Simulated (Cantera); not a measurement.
Predominance diagram of Li at 1525 K against the partial pressures of O2 and Cl2 (log10, bar). Standard-state values (1 bar) from the NASA 1993 polynomials, evaluated with Cantera. Candidates: Li(l), LiCl(l), Li2O(s). Only these pure phases compete in this equilibrium. Not in the tables: the peroxide.

```
log p(Cl2) \ log p(O2)
        columns: -29, -26.9, -24.9, -22.8, -20.7, -18.6, -16.6, -14.5, -12.4, -10.4, -8.3, -6.2, -4.1, -2.1, 0
      0  A A A A A A A A A A A A A A A
   -1.7  A A A A A A A A A A A A A A A
   -3.5  A A A A A A A A A A A A A A A
   -5.2  A A A A A A A A A A A A A A A
   -6.9  A A A A A A A A A A A A A A A
   -8.6  A A A A A A A A A A A A A B B
  -10.4  A A A A A A A A A A A B B B B
  -12.1  A A A A A A A A A A B B B B B
  -13.8  A A A A A A A A B B B B B B B
  -15.5  A A A A A A B B B B B B B B B
  -17.3  A A A A A B B B B B B B B B B
    -19  A A A B B B B B B B B B B B B
```

A: LiCl(l); B: Li2O(s).
